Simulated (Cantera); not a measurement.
Mixture: CO : H2 : CH4 : O2 : N2 : H2O = 1 : 1.4 : 1.5 : 6.77 : 32.5 : 3.9 (molar parts), equivalence ratio 0.62, at 1800000 Pa, adiabatic and at constant pressure. Ignition delay is the time to a rise of 400 K.

Computed with Cantera and GRI-Mech 3.0 (53 species, 325 reactions). The pressure lies above the range GRI-Mech 3.0 was tuned for (to about 10 atm).

**Question.** What does this change do: pressure from 1800000 Pa to 51000 Pa?

**Answer.** 
| quantity | before | after |
|---|---|---|
| delay at 1050 K | 4.82 ms | 7.69 ms |
| delay at 1250 K | 0.203 ms | 1.15 ms |
| delay at 1450 K | 28.4 µs | 0.331 ms |
| delay at 1650 K | 7.79 µs | 0.161 ms |
| delay at 1850 K | 2.88 µs | 0.126 ms |
Where the delays flatten at high temperature, the 400 K rule measures the pace of heat release, not the induction time.

**Question.** What does this change do: pressure from 1800000 Pa to 540000 Pa?

**Answer.** 
```
quantity                                                before      after
--------------------------------------------------  ----------  ---------
delay at 1050 K                                        4.82 ms    7.05 ms
delay at 1250 K                                       0.203 ms   0.284 ms
delay at 1450 K                                        28.4 µs    56.7 µs
delay at 1650 K                                        7.79 µs    18.1 µs
delay at 1850 K                                        2.88 µs    7.74 µs
apparent activation energy between 1750 and 1950 K  130 kJ/mol  97 kJ/mol
```
